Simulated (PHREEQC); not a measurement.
Brine: an equilibrium model

Solution (25 °C): 0.62 mol HCl, 0.14 mol MnCl2 and 5.4e-05 mol H4SiO4 per kg of water. Closed to the air; pH follows from the charge balance.

All values are PHREEQC results (Pitzer model, pitzer.dat), not measurements.

| Item | Value |
|---|---|
| pH | 0.22 |
| ionic strength | 1.04 mol/kgw |
| activity of water | 0.971 |
| density | 1.022 g/cm³ |
| osmotic coefficient | 0.991 |
| total alkalinity | -620 meq/kg |

```json
[
 {"species": "Cl-", "molality": "0.900", "activity": "0.542", "log γ": "-0.220"},
 {"species": "H+", "molality": "0.620", "activity": "0.609", "log γ": "-0.008"},
 {"species": "Mn+2", "molality": "0.140", "activity": "0.0424", "log γ": "-0.519"},
 {"species": "H4SiO4", "molality": "5.40e-5", "activity": "5.40e-5", "log γ": "0.000"}
]
```

No solid was allowed to form. Complexes and solids missing from the database can't appear. In brines, pH and single-ion activities rest on the MacInnes convention.
